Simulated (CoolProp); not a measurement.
Vapour-liquid equilibrium of n-butane (1) + acetone (2) at 1.9 bar; x and y are mole fractions of (1).

Values from CoolProp's multi-fluid Helmholtz-energy mixture model, Bücker 2006 and Lemmon 2006; pair parameters Bell 2016.

### Question
Give the bubble temperature and the first vapour's composition at x = 0.25, 0.85, 0.95. Is there an azeotrope?

### Answer
x = 0.25: 300.8 K, y = 0.841; x = 0.85: 291.9 K, y = 0.929; x = 0.95: 290.9 K, y = 0.968. No azeotrope shows between x = 0.05 and 0.95.

Pair parameters are fitted to limited data, so mixtures are less certain than the pure fluids. With so large a gap from Raoult's law the liquid may split in two, which this calculation doesn't test in full.
